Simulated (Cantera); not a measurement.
Input (Python, Cantera) and output of one run.

```python
import numpy as np
import cantera as ct

gas_names = """
    AL ALH ALI ALI3 AL2 AL2I6 H HI H2 I I2
""".split()
cond_names = """
    AL(cr) AL(L) ALI3(s) ALI3(L) I2(cr) I2(L)
""".split()


# ... load() reads the species with a 1 bar reference pressure and builds the phases ...
atoms = {
    'Al': {'AL': 1},
    'I2': {'I': 2},
    'H2': {'H': 2},
}
top_T = {}  # K; cautious upper limits of use, not melting points


# ... equilibrate(T, P, feed) seeds the gas with the atoms and calls Mixture.equilibrate('TP', solver="vcs", rtol=1e-11, max_steps=5000) ...
results = []
feed = {'Al': 1, 'I2': 2.2, 'H2': 0.96}  # mol
T = 1298  # K
P = 8600  # Pa
mix = equilibrate(T, P, feed)
results.append((T, P, feed, dict(zip(mix.species_names, mix.species_moles))))
x = sorted(zip(gas.X, gas.species_names), reverse=True)
print(f"T = {T:g} K  P = {P:g} Pa  gas = {mix.phase_moles(0):.4g} mol")
print("   x: " + "  ".join(f"{s} {v:.3e}" for v, s in x if v > 1e-05))
print("   condensed (mol): " + ("  ".join(f"{mix.phase(i).name} {mix.phase_moles(i):.4g}"
      for i in range(1, mix.n_phases) if mix.phase_moles(i) > 1e-12) or "none"))
```

It prints:

```
T = 1298 K  P = 8600 Pa  gas = 2.951 mol
   x: ALI3 3.387e-01  HI 2.472e-01  H2 2.017e-01  I 1.970e-01  I2 1.527e-02  ALI 1.657e-04
   condensed (mol): none
```

Cantera equilibrium calculation (NASA polynomials, part measured and part estimated; ideal gas, pure solids and liquids).
